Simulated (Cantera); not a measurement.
Cantera run, input and output.

```python
import numpy as np
import cantera as ct

gas = ct.Solution("gri30.yaml")
gas.TPX = 1225, 2666, {'H2': 0.01, 'O2': 1, 'N2': 0.061}
reactor = ct.IdealGasConstPressureReactor(gas, energy="off", clone=False)
net = ct.ReactorNet([reactor])
net.rtol, net.atol = 1e-08, 1e-18
show = ['H2', 'O2', 'O', 'HO2', 'OH', 'H2O2']
times = np.geomspace(2e-05, 40, 15)

steps = ct.SolutionArray(gas, extra=["t"])
rows = []
print(f"{'t/s':>10s}{'T/K':>9s}{'P/Pa':>11s}" + "".join(f"{s:>11s}" for s in show))
for t in times:
    while net.time < t:
        t_next = net.step()
        steps.append(gas.state, t=t_next)
    rows.append([np.interp(t, steps.t, y) for y in (steps.T, steps.P, *steps(*show).X.T)])
    print(f"{t:10.3e}{rows[-1][0]:9.1f}{rows[-1][1]:11.4g}" + "".join(f"{x:11.3e}" for x in rows[-1][2:]))
rate = np.gradient(steps.T, steps.t)
print("integrator steps:", len(steps.t))
if steps.T.max() > steps.T[0] + 200:
    print(f"time of steepest temperature rise: {steps.t[rate.argmax()]:.4e} s")
gas.TPX = 1225, 2666, {'H2': 0.01, 'O2': 1, 'N2': 0.061}
gas.equilibrate("TP")
print(f"equilibrium (TP): T = {gas.T:.1f} K  " + "  ".join(f"{s} {gas[s].X[0]:.3e}" for s in show))
```

It prints:

```
       t/s      T/K       P/Pa         H2         O2          O        HO2         OH       H2O2
 2.000e-05   1225.0       2666  9.337e-03  9.337e-01  1.874e-10  5.096e-10  1.838e-10  9.536e-15
 5.638e-05   1225.0       2666  9.337e-03  9.337e-01  9.950e-10  1.438e-09  9.395e-10  7.568e-14
 1.589e-04   1225.0       2666  9.337e-03  9.337e-01  4.567e-09  4.063e-09  3.933e-09  5.983e-13
 4.480e-04   1225.0       2666  9.337e-03  9.337e-01  2.841e-08  1.153e-08  2.153e-08  4.688e-12
 1.263e-03   1225.0       2666  9.336e-03  9.337e-01  8.010e-07  3.648e-08  5.731e-07  3.713e-11
 3.560e-03   1225.0       2666  5.623e-03  9.304e-01  2.503e-03  2.347e-06  1.351e-03  9.230e-08
 1.003e-02   1225.0       2666  3.680e-05  9.260e-01  7.152e-03  1.461e-06  7.550e-04  3.227e-08
 2.828e-02   1225.0       2666  2.702e-05  9.279e-01  5.260e-03  1.268e-06  6.497e-04  3.094e-08
 7.973e-02   1225.0       2666  1.378e-05  9.306e-01  2.649e-03  9.065e-07  4.651e-04  2.732e-08
 2.247e-01   1225.0       2666  4.148e-06  9.325e-01  7.928e-04  4.661e-07  2.564e-04  1.913e-08
 6.335e-01   1225.0       2666  8.246e-07  9.332e-01  1.582e-04  1.647e-07  1.152e-04  8.961e-09
 1.786e+00   1225.0       2666  1.446e-07  9.333e-01  2.793e-05  4.438e-08  4.858e-05  2.811e-09
 5.034e+00   1225.0       2666  2.809e-08  9.334e-01  5.470e-06  1.201e-08  2.153e-05  7.379e-10
 1.419e+01   1225.0       2666  6.633e-09  9.334e-01  1.302e-06  5.575e-09  1.051e-05  2.016e-10
 4.000e+01   1225.0       2666  2.097e-09  9.334e-01  4.141e-07  5.752e-09  5.927e-06  6.956e-11
integrator steps: 1707
equilibrium (TP): T = 1225.0 K  H2 1.266e-09  O2 9.333e-01  O 2.506e-07  HO2 6.670e-09  OH 4.609e-06  H2O2 4.414e-11
```

Detailed kinetics in Cantera: GRI-Mech 3.0 (53 species, 325 reactions). Radical loss at walls, strong at low pressure, is not modelled.
